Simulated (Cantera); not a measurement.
# Stirred combustor or abatement burner

A perfectly stirred reactor is fed with 5.45 % CH4, 23.7 % O2, 70.8 % N2, equivalence ratio 0.46, at 0.370 bar; it is adiabatic with a 475 K inlet, and is followed from long to short residence time, starting on the burning branch (τ in s: 0.15, 0.065, 0.028, 0.012, 0.0053, 0.0023, 0.001, 0.00044, 0.00019, 8.2e-05, 3.6e-05, 1.6e-05).

Cantera simulation using GRI-Mech 3.0 (53 species, 325 reactions); the numbers are that mechanism's predictions, not measurements.

| τ (s) | T (K) | x CH4 | x O2 | x HO2 | x CO2 | x NO | x CO | x C2H |
|---|---|---|---|---|---|---|---|---|
| 0.15 | 1698 | 1.31e-5 | 0.128 | 1.75e-6 | 0.0540 | 8.71e-6 | 0.000418 | <1e-12 |
| 0.065 | 1691 | 2.21e-5 | 0.128 | 2.81e-6 | 0.0537 | 6.91e-6 | 0.000725 | <1e-12 |
| 0.028 | 1680 | 3.76e-5 | 0.128 | 4.53e-6 | 0.0531 | 5.36e-6 | 0.00126 | <1e-12 |
| 0.012 | 1662 | 6.51e-5 | 0.128 | 7.20e-6 | 0.0521 | 4.24e-6 | 0.00217 | <1e-12 |
| 0.0053 | 1636 | 0.000114 | 0.128 | 1.10e-5 | 0.0504 | 3.55e-6 | 0.00364 | 1.13e-12 |
| 0.0023 | 1597 | 0.000218 | 0.129 | 1.68e-5 | 0.0476 | 2.98e-6 | 0.00620 | 2.07e-12 |
| 0.0010 | 1539 | 0.000475 | 0.132 | 2.63e-5 | 0.0425 | 2.14e-6 | 0.0108 | 4.61e-12 |
| 0.00044 | 1442 | 0.00152 | 0.139 | 5.19e-5 | 0.0318 | 8.23e-7 | 0.0200 | 1.70e-11 |
| 0.00019 | 475 | 0.0545 | 0.237 | <1e-12 | <1e-12 | <1e-12 | <1e-12 | <1e-12 |
| 8.2e-5 | 475 | 0.0545 | 0.237 | <1e-12 | <1e-12 | <1e-12 | <1e-12 | <1e-12 |
| 3.6e-5 | 475 | 0.0545 | 0.237 | <1e-12 | <1e-12 | <1e-12 | <1e-12 | <1e-12 |
| 1.6e-5 | 475 | 0.0545 | 0.237 | <1e-12 | <1e-12 | <1e-12 | <1e-12 | <1e-12 |
x: mole fraction; the columns are a selection and need not sum to one.
